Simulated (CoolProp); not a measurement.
Vapour-liquid equilibrium of R114 (1) + R113 (2) at 352.9 K; x and y are mole fractions of (1).

Computed with CoolProp (multi-fluid Helmholtz-energy mixture model, Platzer 1990 and Marx 1992; pair parameters Bell 2016). This equation is an older, rougher fit; its heat capacities, sound speeds and derivatives of the liquid may be far off and weren't checked against measurements.

```
x     bubble pressure (kPa)  y at the bubble point  dew pressure at overall composition x (kPa)  liquid density (mol/L)
----  ---------------------  ---------------------  -------------------------------------------  ----------------------
0.05                    ___                  0.139                                        273.4                   7.607
0.15                  355.4                  0.350                                          ___                   7.606
0.25                  418.6                  0.502                                        323.1                   7.601
0.35                  482.8                  0.617                                        355.3                     ___
0.45                  547.9                  0.707                                        394.5                   7.579
0.55                  613.6                  0.780                                        443.1                   7.561
0.65                  680.1                  0.840                                          ___                   7.536
0.75                  747.8                  0.892                                          ___                     ___
0.85                  817.0                    ___                                        691.9                   7.465
0.95                  888.6                  0.980                                        836.2                   7.416
```

Fill in the missing entries.


- 0.05, bubble pressure (kPa): 293.5
- 0.15, dew pressure at overall composition x (kPa): 296.2
- 0.35, liquid density (mol/L): 7.592
- 0.65, dew pressure at overall composition x (kPa): 504.8
- 0.75, dew pressure at overall composition x (kPa): 585.0
- 0.75, liquid density (mol/L): 7.505
- 0.85, y at the bubble point: 0.938

No azeotrope shows between x = 0.05 and 0.95.

Pair parameters are fitted to limited data, so mixtures are less certain than the pure fluids.
